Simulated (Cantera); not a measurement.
A freely propagating, adiabatic, planar premixed flame of C₃H₈ : O₂ : N₂ = 1 : 6.17 : 23.2 (molar parts), equivalence ratio 0.81, unburnt at 400 K and 5.60 bar; mixture-averaged transport, grid criteria slope 0.08 and curve 0.16, no radiation.

Model: GRI-Mech 3.0 (53 species, 325 reactions), integrated in Cantera. GRI-Mech 3.0 was tuned for natural gas; its chemistry of propane as a main component is partial and can be far from experiment. Burning velocities carry a grid error of a few per cent, more on coarse grids.

### Question
Predict: laminar burning velocity; thermal thickness; peak x(C₂H); peak x(HCO).

### Answer
```
Item                         Result
------------------------  ---------
laminar burning velocity  35.9 cm/s
thermal thickness         0.0967 mm
peak x(C₂H)                 4.10e-7
peak x(HCO)                 2.67e-5
```
